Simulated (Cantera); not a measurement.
Feed: 1 mol MgCO3, 3.2 mol SO3, 0.71 mol O2, at 84.0 mbar.

Cantera equilibrium calculation (NASA polynomials, part measured and part estimated; ideal gas, pure solids and liquids). Candidate condensed phases: C, Mg, MgCO3, MgO, MgS, MgSO4, S; 26 gas species. Rates play no part.

Task: At 375 °C, list the 4 most abundant gas species with their mole fractions, and the condensed phases.

Result: SO3 0.558, CO2 0.255, O2 0.183, SO2 0.00402. Condensed: MgSO4(s).
